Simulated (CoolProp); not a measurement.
Vapour-liquid equilibrium of dimethyl ether (1) + chloromethane (R40) (2) at 1.16 MPa; x and y are mole fractions of (1).

The numbers come from the multi-fluid Helmholtz-energy mixture model, Wu 2011 and Thol 2014; pair parameters Bell 2016 in CoolProp.

```
x      bubble temperature, mixture model (°C)  bubble temperature, Raoult's law (°C)  y, mixture model  y, Raoult's law
-----  --------------------------------------  -------------------------------------  ----------------  ---------------
0.05                                     51.6                                   51.2             0.045            0.051
0.125                                    52.0                                   51.2             0.115            0.127
0.2                                      52.3                                   51.1             0.188            0.203
0.275                                    52.6                                   51.1             0.264            0.278
0.35                                     52.8                                   51.0             0.343            0.354
0.425                                    52.8                                   51.0             0.422            0.429
0.5                                      52.9                                   50.9             0.503            0.504
0.575                                    52.8                                   50.9             0.583            0.579
0.65                                     52.6                                   50.8             0.662            0.654
0.725                                    52.3                                   50.8             0.740            0.728
0.8                                      51.9                                   50.7             0.816            0.803
0.875                                    51.5                                   50.7             0.888            0.877
0.95                                     51.0                                   50.6             0.957            0.951
```

The largest gap from Raoult's law is +2.0 K in bubble temperature, at x = 0.5. y crosses x between x = 0.425 and 0.5: the model has an azeotrope there.

The pair parameters rest on a limited set of measurements; away from them the model extrapolates.
